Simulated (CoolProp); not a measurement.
The fluid at 516.53 K and 0.312 MPa is compressed adiabatically to 1.3 MPa with isentropic efficiency 1. The same conditions are run with several fluids, on thermodynamics alone (safety and materials aside).

Values from CoolProp's reference Helmholtz-energy equation of state of each fluid (octamethylcyclotetrasiloxane (D4): Thol 2015; hexamethyldisiloxane (MM): Thol 2016; dry air: Lemmon 2000). Blends and air are pseudo-pure fits.

```json
[
 {"fluid": "octamethylcyclotetrasiloxane (D4)", "work (kJ/kg)": "10.5", "final temperature (K)": "[?]", "final phase": "liquid", "final density (kg/m³)": "[?]"},
 {"fluid": "hexamethyldisiloxane (MM)", "work (kJ/kg)": "[?]", "final temperature (K)": "[?]", "final phase": "gas", "final density (kg/m³)": "[?]"},
 {"fluid": "dry air", "work (kJ/kg)": "[?]", "final temperature (K)": "[?]", "final phase": "gas", "final density (kg/m³)": "5.92"}
]
```

Problem. What belongs in the gaps?

Solution. 
- octamethylcyclotetrasiloxane (D4), final temperature (K): 566.7
- octamethylcyclotetrasiloxane (D4), final density (kg/m³): 546
- hexamethyldisiloxane (MM), work (kJ/kg): 33.6
- hexamethyldisiloxane (MM), final temperature (K): 542.1
- hexamethyldisiloxane (MM), final density (kg/m³): 61.4
- dry air, work (kJ/kg): 260
- dry air, final temperature (K): 760.9
